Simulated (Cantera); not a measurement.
What does this Cantera script print?

```python
import numpy as np
import cantera as ct

gas_names = [...]  # 95 gases of nasa_gas.yaml made of C, F, H
cond_names = """
    C(gr) C6H6(L) C7H8(L) C8H18(L),n-octa
""".split()


# ... load() reads the species with a 1 bar reference pressure and builds the phases ...
atoms = {
    'CH3F': {'C': 1, 'H': 3, 'F': 1},
    'F2': {'F': 2},
}
top_T = {'C(gr)': 4500}  # K; cautious upper limits of use, not melting points


# ... equilibrate(T, P, feed) seeds the gas with the atoms and calls Mixture.equilibrate('TP', solver="vcs", rtol=1e-11, max_steps=5000) ...
results = []
feed = {'CH3F': 1, 'F2': 0.64}  # mol
for P in [1, 6.8, 46, 320, 2200, 15000, 100000]:
    for T in [800, 1000, 1200, 1400, 1600, 1800, 2000, 2200, 2400, 2600, 2800, 3000]:
        mix = equilibrate(T, P, feed)
        results.append((T, P, feed, dict(zip(mix.species_names, mix.species_moles))))

for T, P, feed, n in results:
    print(f"{T:7g} {P:10.4g}  " + (" + ".join(c for c in cond_names if n.get(c, 0) > 1e-12) or "gas only"))
```

Output:

```
    800          1  C(gr)
   1000          1  C(gr)
   1200          1  C(gr)
   1400          1  C(gr)
   1600          1  C(gr)
   1800          1  C(gr)
   2000          1  C(gr)
   2200          1  C(gr)
   2400          1  C(gr)
   2600          1  gas only
   2800          1  gas only
   3000          1  gas only
    800        6.8  C(gr)
   1000        6.8  C(gr)
   1200        6.8  C(gr)
   1400        6.8  C(gr)
   1600        6.8  C(gr)
   1800        6.8  C(gr)
   2000        6.8  C(gr)
   2200        6.8  C(gr)
   2400        6.8  C(gr)
   2600        6.8  C(gr)
   2800        6.8  gas only
   3000        6.8  gas only
    800         46  C(gr)
   1000         46  C(gr)
   1200         46  C(gr)
   1400         46  C(gr)
   1600         46  C(gr)
   1800         46  C(gr)
   2000         46  C(gr)
   2200         46  C(gr)
   2400         46  C(gr)
   2600         46  C(gr)
   2800         46  C(gr)
   3000         46  gas only
    800        320  C(gr)
   1000        320  C(gr)
   1200        320  C(gr)
   1400        320  C(gr)
   1600        320  C(gr)
   1800        320  C(gr)
   2000        320  C(gr)
   2200        320  C(gr)
   2400        320  C(gr)
   2600        320  C(gr)
   2800        320  C(gr)
   3000        320  gas only
    800       2200  C(gr)
   1000       2200  C(gr)
   1200       2200  C(gr)
   1400       2200  C(gr)
   1600       2200  C(gr)
   1800       2200  C(gr)
   2000       2200  C(gr)
   2200       2200  C(gr)
   2400       2200  C(gr)
   2600       2200  C(gr)
   2800       2200  C(gr)
   3000       2200  C(gr)
    800    1.5e+04  C(gr)
   1000    1.5e+04  C(gr)
   1200    1.5e+04  C(gr)
   1400    1.5e+04  C(gr)
   1600    1.5e+04  C(gr)
   1800    1.5e+04  C(gr)
   2000    1.5e+04  C(gr)
   2200    1.5e+04  C(gr)
   2400    1.5e+04  C(gr)
   2600    1.5e+04  C(gr)
   2800    1.5e+04  C(gr)
   3000    1.5e+04  C(gr)
    800      1e+05  C(gr)
   1000      1e+05  C(gr)
   1200      1e+05  C(gr)
   1400      1e+05  C(gr)
   1600      1e+05  C(gr)
   1800      1e+05  C(gr)
   2000      1e+05  C(gr)
   2200      1e+05  C(gr)
   2400      1e+05  C(gr)
   2600      1e+05  C(gr)
   2800      1e+05  C(gr)
   3000      1e+05  C(gr)
```

These are equilibrium values from Cantera (NASA tables, ideal gas, pure condensed phases), not measurements of a reactor.
